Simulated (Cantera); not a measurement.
**Low-pressure radical oxidation in H2/O2**

An isothermal, constant-pressure homogeneous reactor starts with 0.386 % H2, 77.2 % O2, 22.4 % N2, equivalence ratio 0.0025, at 1000 K and 0.0133 bar.

Detailed kinetics in Cantera: the H2/O2 subset of GRI-Mech 3.0, which has no nitrogen chemistry. Radical loss at walls, strong at low pressure, is not modelled.

```
t (s)         x H2   x O2       x H    x H2O2       x O      x OH     x H2O
--------  --------  -----  --------  --------  --------  --------  --------
0.000400   0.00386  0.772  4.90e-12    <1e-12  7.43e-12  6.86e-12    <1e-12
0.000812   0.00386  0.772  6.84e-12    <1e-12  2.13e-11  1.81e-11  4.98e-12
0.00165    0.00386  0.772  1.12e-11    <1e-12  6.19e-11  4.61e-11  2.63e-11
0.00335    0.00386  0.772  2.52e-11    <1e-12  2.13e-10  1.35e-10  1.44e-10
0.00681    0.00386  0.772  1.08e-10    <1e-12   1.15e-9  6.50e-10   1.08e-9
0.0138     0.00386  0.772   1.79e-9    <1e-12   2.04e-8   1.11e-8   2.21e-8
0.0281     0.00385  0.772   5.15e-7  1.68e-11   5.85e-6   3.18e-6   6.48e-6
0.0570    0.000363  0.770  0.000264   5.06e-8   0.00222  0.000358   0.00319
0.116      1.01e-5  0.770   6.53e-5   8.08e-9   0.00174  0.000117   0.00376
0.235      4.32e-6  0.771   2.57e-5   7.08e-9  0.000971   8.24e-5   0.00381
0.478      1.82e-6  0.771   7.30e-6   6.61e-9  0.000422   5.39e-5   0.00383
0.970      6.11e-7  0.772   1.51e-6   5.77e-9  0.000148   3.18e-5   0.00385
1.97       1.76e-7  0.772   2.52e-7   4.46e-9   4.47e-5   1.76e-5   0.00386
4.00       4.73e-8  0.772   3.86e-8   2.84e-9   1.27e-5   9.43e-6   0.00386
```
x: mole fraction; the columns are a selection and need not sum to one.

Equilibrium at this temperature and pressure: H2 3.36e-12, O2 0.772, H <1e-12, H2O2 1.10e-12, O 1.20e-9, OH 9.24e-8, H2O 0.00387 (gas phase only).
